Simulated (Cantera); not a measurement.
Input (Python, Cantera):

```python
import numpy as np
import cantera as ct

surf = ct.Interface("ptcombust.yaml", "Pt_surf")
gas = surf.adjacent["gas"]
gas.TPX = 925, 110000, {'CH4': 0.0023, 'O2': 0.019, 'N2': 0.79}
surf.TP = 925, 110000
reactor = ct.FlowReactor(gas, clone=False)
reactor.area = 0.0001  # m2
reactor.surface_area_to_volume_ratio = 220  # 1/m
reactor.mass_flow_rate = 0.089 * reactor.area * gas.density  # inlet velocity 0.089 m/s
reactor.energy_enabled = False
wall = ct.ReactorSurface(surf, reactor, clone=False)
net = ct.ReactorNet([reactor])
net.rtol, net.atol = 1e-8, 1e-16
show, cover = ['CH4', 'O2', 'H2O', 'CO2', 'CO'], ['PT(S)', 'H(S)', 'O(S)', 'OH(S)', 'CO(S)', 'C(S)']

rows = []
print(f"{'z/m':>9s}{'u/(m/s)':>9s}" + "".join(f"{s:>13s}" for s in show + cover))
for z in [0.00017, 0.00037, 0.00079, 0.0017, 0.0037, 0.0079, 0.017]:
    net.advance(z)
    rows.append([reactor.speed, *gas[show].X, *surf[cover].coverages])
    print(f"{z:9.4g}{rows[-1][0]:9.3g}" + "".join(f"{x:13.4e}" for x in rows[-1][1:]))
```

It prints:

```
      z/m  u/(m/s)          CH4           O2          H2O          CO2           CO        PT(S)         H(S)         O(S)        OH(S)        CO(S)         C(S)
  0.00017    0.089   2.7682e-03   2.3286e-02   1.3344e-04   6.5628e-05   1.0891e-06   1.8424e-01   2.1765e-08   8.1544e-01   3.0421e-04   8.6335e-06   3.5756e-08
  0.00037    0.089   2.6915e-03   2.3133e-02   2.8678e-04   1.4231e-04   1.0693e-06   1.8445e-01   3.0553e-08   8.1511e-01   4.2749e-04   8.4254e-06   3.4869e-08
  0.00079    0.089   2.5367e-03   2.2823e-02   5.9636e-04   2.9713e-04   1.0094e-06   1.8491e-01   4.3258e-08   8.1448e-01   6.0444e-04   7.9921e-06   3.3076e-08
   0.0017    0.089   2.2283e-03   2.2207e-02   1.2126e-03   6.0528e-04   8.8947e-07   1.8589e-01   6.1514e-08   8.1325e-01   8.5496e-04   7.1172e-06   2.9455e-08
   0.0037    0.089   1.6669e-03   2.1086e-02   2.3340e-03   1.1660e-03   6.6936e-07   1.8780e-01   8.6282e-08   8.1101e-01   1.1850e-03   5.4662e-06   2.2622e-08
   0.0079    0.089   8.8846e-04   1.9533e-02   3.8877e-03   1.9425e-03   3.6004e-07   1.9068e-01   1.1382e-07   8.0778e-01   1.5347e-03   3.0294e-06   1.2536e-08
    0.017    0.089   2.1562e-04   1.8192e-02   5.2287e-03   2.6123e-03   8.8603e-08   1.9336e-01   1.3488e-07   8.0485e-01   1.7876e-03   7.6235e-07   3.1533e-09
```

Detailed kinetics in Cantera: Deutschmann's 1995 Pt surface mechanism with GRI-Mech 3.0 gas chemistry. Catalytic surfaces can have several steady states; this one follows from the mechanism file's or the stated starting coverage. Mass transfer to the wall is taken as infinitely fast.
